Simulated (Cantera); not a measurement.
Stirred combustor or abatement burner

A perfectly stirred reactor is fed with CH₄ : CO : O₂ : N₂ = 1 : 0.24 : 3.31 : 12.5 (molar parts), equivalence ratio 0.64, at 0.240 bar; it is adiabatic with a 325 K inlet, and is followed from long to short residence time, starting on the burning branch (τ in s: 0.17, 0.066, 0.025, 0.0094, 0.0035, 0.0013, 0.0005, 0.00019, 7.2e-05, 2.7e-05, 1e-05, 3.9e-06).

Detailed kinetics in Cantera: GRI-Mech 3.0 (53 species, 325 reactions).

```json
[
 {"τ (s)": "0.17", "T (K)": "1749", "x CH₄": "1.06e-5", "x CO": "0.00137", "x O₂": "0.0702", "x CH₂O": "1.28e-6", "x N₂O": "1.55e-7", "x CO₂": "0.0717", "x NO₂": "7.25e-9"},
 {"τ (s)": "0.066", "T (K)": "1731", "x CH₄": "1.92e-5", "x CO": "0.00239", "x O₂": "0.0705", "x CH₂O": "2.37e-6", "x N₂O": "1.35e-7", "x CO₂": "0.0706", "x NO₂": "4.15e-9"},
 {"τ (s)": "0.025", "T (K)": "1701", "x CH₄": "3.65e-5", "x CO": "0.00406", "x O₂": "0.0710", "x CH₂O": "4.43e-6", "x N₂O": "1.10e-7", "x CO₂": "0.0687", "x NO₂": "2.49e-9"},
 {"τ (s)": "0.0094", "T (K)": "1655", "x CH₄": "7.38e-5", "x CO": "0.00657", "x O₂": "0.0721", "x CH₂O": "8.43e-6", "x N₂O": "8.74e-8", "x CO₂": "0.0659", "x NO₂": "1.62e-9"},
 {"τ (s)": "0.0035", "T (K)": "1590", "x CH₄": "0.000167", "x CO": "0.0104", "x O₂": "0.0742", "x CH₂O": "1.72e-5", "x N₂O": "6.99e-8", "x CO₂": "0.0616", "x NO₂": "1.04e-9"},
 {"τ (s)": "0.0013", "T (K)": "1501", "x CH₄": "0.000473", "x CO": "0.0175", "x O₂": "0.0788", "x CH₂O": "4.11e-5", "x N₂O": "5.53e-8", "x CO₂": "0.0538", "x NO₂": "5.77e-10"},
 {"τ (s)": "0.00050", "T (K)": "325", "x CH₄": "0.0587", "x CO": "0.0141", "x O₂": "0.194", "x CH₂O": "<1e-12", "x N₂O": "<1e-12", "x CO₂": "<1e-12", "x NO₂": "<1e-12"},
 {"τ (s)": "0.00019", "T (K)": "325", "x CH₄": "0.0587", "x CO": "0.0141", "x O₂": "0.194", "x CH₂O": "<1e-12", "x N₂O": "<1e-12", "x CO₂": "<1e-12", "x NO₂": "<1e-12"},
 {"τ (s)": "7.2e-5", "T (K)": "325", "x CH₄": "0.0587", "x CO": "0.0141", "x O₂": "0.194", "x CH₂O": "<1e-12", "x N₂O": "<1e-12", "x CO₂": "<1e-12", "x NO₂": "<1e-12"},
 {"τ (s)": "2.7e-5", "T (K)": "325", "x CH₄": "0.0587", "x CO": "0.0141", "x O₂": "0.194", "x CH₂O": "<1e-12", "x N₂O": "<1e-12", "x CO₂": "<1e-12", "x NO₂": "<1e-12"},
 {"τ (s)": "1.0e-5", "T (K)": "325", "x CH₄": "0.0587", "x CO": "0.0141", "x O₂": "0.194", "x CH₂O": "<1e-12", "x N₂O": "<1e-12", "x CO₂": "<1e-12", "x NO₂": "<1e-12"},
 {"τ (s)": "3.9e-6", "T (K)": "325", "x CH₄": "0.0587", "x CO": "0.0141", "x O₂": "0.194", "x CH₂O": "<1e-12", "x N₂O": "<1e-12", "x CO₂": "<1e-12", "x NO₂": "<1e-12"}
]
```
x: mole fraction; the columns are a selection and need not sum to one.
